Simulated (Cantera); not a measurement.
A Cantera script and what it prints.

```python
import numpy as np
import cantera as ct

gas_names = [...]  # 110 gases of nasa_gas.yaml made of C, H, O
cond_names = """
    C(gr) C6H6(L) C7H8(L) C8H18(L),n-octa H2O(s) H2O(L)
""".split()


# ... load() reads the species with a 1 bar reference pressure and builds the phases ...
atoms = {
    'toluene': {'C': 7, 'H': 8},
    'H2O': {'H': 2, 'O': 1},
}
top_T = {'C(gr)': 4500}  # K; cautious upper limits of use, not melting points


# ... equilibrate(T, P, feed) seeds the gas with the atoms and calls Mixture.equilibrate('TP', solver="vcs", rtol=1e-11, max_steps=5000) ...
results = []
feed = {'toluene': 1, 'H2O': 3.8}  # mol
P = 13332.2  # Pa
for T in [1000, 1150, 1300, 1450, 1600, 1750, 1900, 2050, 2200]:
    mix = equilibrate(T, P, feed)
    results.append((T, P, feed, dict(zip(mix.species_names, mix.species_moles))))
    x = sorted(zip(gas.X, gas.species_names), reverse=True)
    print(f"T = {T:g} K  P = {P:g} Pa  gas = {mix.phase_moles(0):.4g} mol")
    print("   x: " + "  ".join(f"{s} {v:.3e}" for v, s in x if v > 1e-06))
    print("   condensed (mol): " + ("  ".join(f"{mix.phase(i).name} {mix.phase_moles(i):.4g}"
          for i in range(1, mix.n_phases) if mix.phase_moles(i) > 1e-12) or "none"))
```

Result:

```
T = 1000 K  P = 13332.2 Pa  gas = 11.33 mol
   x: H2 6.662e-01  CO 3.100e-01  H2O 1.088e-02  CO2 7.267e-03  CH4 5.651e-03
   condensed (mol): C(gr) 3.342
T = 1150 K  P = 13332.2 Pa  gas = 11.56 mol
   x: H2 6.705e-01  CO 3.262e-01  CH4 1.403e-03  H2O 1.367e-03  CO2 5.596e-04
   condensed (mol): C(gr) 3.206
T = 1300 K  P = 13332.2 Pa  gas = 11.59 mol
   x: H2 6.717e-01  CO 3.274e-01  CH4 4.731e-04  H2O 2.673e-04  CO2 7.393e-05  H 2.483e-06
   condensed (mol): C(gr) 3.198
T = 1450 K  P = 13332.2 Pa  gas = 11.6 mol
   x: H2 6.721e-01  CO 3.276e-01  CH4 1.989e-04  H2O 7.324e-05  H 2.123e-05  CO2 1.501e-05  C2H2,acetylene 3.277e-06
   condensed (mol): C(gr) 3.199
T = 1600 K  P = 13332.2 Pa  gas = 11.6 mol
   x: H2 6.722e-01  CO 3.276e-01  H 1.221e-04  CH4 9.833e-05  H2O 2.566e-05  C2H2,acetylene 1.849e-05  CO2 4.161e-06
   condensed (mol): C(gr) 3.199
T = 1750 K  P = 13332.2 Pa  gas = 11.6 mol
   x: H2 6.718e-01  CO 3.275e-01  H 5.221e-04  C2H2,acetylene 7.719e-05  CH4 5.495e-05  H2O 1.080e-05  CO2 1.454e-06
   condensed (mol): C(gr) 3.198
T = 1900 K  P = 13332.2 Pa  gas = 11.61 mol
   x: H2 6.706e-01  CO 3.273e-01  H 1.780e-03  C2H2,acetylene 2.561e-04  CH4 3.370e-05  H2O 5.220e-06  CH3 1.792e-06
   condensed (mol): C(gr) 3.194
T = 2050 K  P = 13332.2 Pa  gas = 11.63 mol
   x: H2 6.674e-01  CO 3.268e-01  H 5.076e-03  C2H2,acetylene 7.086e-04  CH4 2.215e-05  CH3 3.310e-06  H2O 2.807e-06
   condensed (mol): C(gr) 3.183
T = 2200 K  P = 13332.2 Pa  gas = 11.67 mol
   x: H2 6.602e-01  CO 3.255e-01  H 1.253e-02  C2H2,acetylene 1.692e-03  CH4 1.528e-05  CH3 5.555e-06  C4H2 1.766e-06  H2O 1.634e-06  C2H 1.112e-06
   condensed (mol): C(gr) 3.16
```

Cantera equilibrium calculation (NASA polynomials, part measured and part estimated; ideal gas, pure solids and liquids).
